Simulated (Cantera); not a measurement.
Feed: 1 mol trisilylamine, 7.4 mol N₂, 0.62 mol H₂, at 14.0 Pa.

These are equilibrium values from Cantera (NASA tables, ideal gas, pure condensed phases), not measurements of a reactor. Candidate condensed phases: Si, Si₃N₄; 18 gas species. The feed counts by its element totals alone. The tables' values for SiN are old estimates; treat these amounts as uncertain. Gases not in the tables: Si₂H₆ and higher silanes. Rates play no part.

x: gas mole fraction; n: condensed amount in mol.

| T (K) | x N₂ | x H₂ | x Si | x H | x Si₂ | x SiH | x Si₂N | n Si₃N₄(s) | n Si(s) | n Si(l) |
|---|---|---|---|---|---|---|---|---|---|---|
| 1348 | 0.535 | 0.465 | 1.07e-7 | 0.000133 | 3.25e-12 | 5.56e-9 | 2.38e-10 | 1.00 | 0 | 0 |
| 1448 | 0.535 | 0.464 | ___ | ___ | ___ | ___ | ___ | 1.000 | 0 | 0 |
| 1548 | 0.606 | 0.392 | ___ | ___ | ___ | ___ | ___ | 0 | 3.00 | 0 |
| 1648 | 0.604 | 0.389 | 0.00184 | 0.00470 | 6.13e-6 | 2.50e-5 | 2.15e-5 | 0 | 2.97 | 0 |
| 1748 | 0.597 | 0.381 | 0.0104 | 0.0119 | 5.34e-5 | 0.000101 | 8.41e-5 | 0 | 0 | 2.86 |
| 1848 | 0.571 | 0.357 | 0.0448 | 0.0268 | 0.000312 | 0.000316 | 0.000236 | 0 | 0 | 2.36 |
| 1948 | 0.488 | 0.291 | 0.166 | 0.0515 | 0.00151 | 0.000814 | 0.000560 | 0 | 0 | 0.215 |
| 2048 | 0.470 | 0.256 | 0.176 | 0.0958 | 0.000665 | 0.000640 | 0.000136 | 0 | 0 | 0 |

Question: Fill in the missing entries.

Answer: 
- 1548, x Si: 0.000227
- 1548, x H: 0.00163
- 1548, x Si₂: 4.04e-7
- 1548, x SiH: 4.45e-6
- 1548, x Si₂N: 3.50e-6
- 1448, x Si: 7.59e-6
- 1448, x H: 0.000531
- 1448, x Si₂: 2.40e-9
- 1448, x SiH: 2.45e-7
- 1448, x Si₂N: 5.43e-8
